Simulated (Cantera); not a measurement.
Feed: 1 mol CaCO3, 6 mol CO2, 1.4 mol H2, 0.023 mol C, equilibrated at 875 K and 4600 Pa.

Cantera equilibrium calculation (NASA polynomials, part measured and part estimated; ideal gas, pure solids and liquids). Candidate condensed phases: C, C6H6, C7H8, C8H18, Ca, CaCO3, CaO, Ca(OH)2, H2O; 115 gas species. Kinetics and transport are ignored.

Base state: CO2 0.680, CO 0.131, H2O 0.125, H2 0.0636 (mole fractions); condensed: CaCO3(calcite).

Task: What changes in the equilibrium state with this change: temperature from 875 K to 1075 K?

Result: 
```csv
species,before,after
CO2,0.680,0.692
CO,0.131,0.142
H2O,0.125,0.136
H2,0.0636,0.0300
"CaCO3(calcite), mol",1.00,0
"CaO(s), mol",0,1.00
```

Task: What changes in the equilibrium state with this change: pressure from 4600 Pa to 100 Pa?

Result: 
```tsv
species	before	after
CO2	0.680	0.713
CO	0.131	0.120
H2O	0.125	0.115
H2	0.0636	0.0512
CaCO3(calcite), mol	1.00	0
CaO(s), mol	0	1.00
```

Task: What changes in the equilibrium state with this change: temperature from 875 K to 1050 K?

Result: 
| species | before | after |
|---|---|---|
| CO2 | 0.680 | 0.694 |
| CO | 0.131 | 0.140 |
| H2O | 0.125 | 0.134 |
| H2 | 0.0636 | 0.0319 |
| CaCO3(calcite), mol | 1.00 | 0 |
| CaO(s), mol | 0 | 1.00 |
